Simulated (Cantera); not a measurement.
Feed: 1 mol Ta(OEt)5, 5.9 mol H2O, 150 mol H2, held at 743 Torr.

Points: T (K) = 1723, 1823, 1923, 2023, 2123, 2223, 2323, 2423, 2523, 2623.

Cantera's Mixture.equilibrate('TP', solver="vcs", rtol=1e-11, max_steps=5000) on the NASA tables stopped like this:

```
ERROR: FAILURE its = 5001!

*******************************************************************************
CanteraError thrown by MultiPhase::equilibrate:
VCS solver failed. Return code: -1
*******************************************************************************
```

**Question.** What got this run through?

**Answer.** One answer among several that fit: The failure is numerical, not chemical. The same input converged with solver="gibbs", rtol=1e-10, max_steps=50000, and the result passed a check of the equilibrium conditions:
```
log10 of partial pressures in bar; condensed amounts in mol
       T/K        H2        CO         H       H2O      TaO2    Ta(cr)    TaC(s)  Ta2O5(s)  Ta2O5(L)
      1723    -0.029    -1.282    -3.754    -2.539    -8.845         0    0.6074    0.1963         0
      1823    -0.030    -1.283    -3.378    -2.495    -7.773         0    0.6236    0.1882         0
      1923    -0.030    -1.283    -3.041    -2.456    -6.816         0    0.6391    0.1804         0
      2023    -0.030    -1.284    -2.737    -2.422    -5.958         0    0.6539    0.1729         0
      2123    -0.031    -1.285    -2.461    -2.405    -5.225         0    0.6615         0    0.1687
      2223    -0.032    -1.286    -2.210    -2.398    -4.584         0     0.664         0    0.1652
      2323    -0.036    -1.259    -1.981    -2.327    -4.045      0.98         0         0         0
      2423    -0.039    -1.260    -1.771    -2.344    -3.809    0.9629         0         0         0
      2523    -0.044    -1.262    -1.578    -2.370    -3.612    0.9356         0         0         0
      2623    -0.050    -1.265    -1.401    -2.410    -3.456    0.8956         0         0         0
```

The gas is ideal and each condensed phase is pure. The feed counts by its element totals alone. Mutual solubility and eutectic melting of coexisting phases are not modelled. TaC: taken at fixed stoichiometry. Condensed phases not in the tables: Ta2C, N, O or C dissolved in the metal.
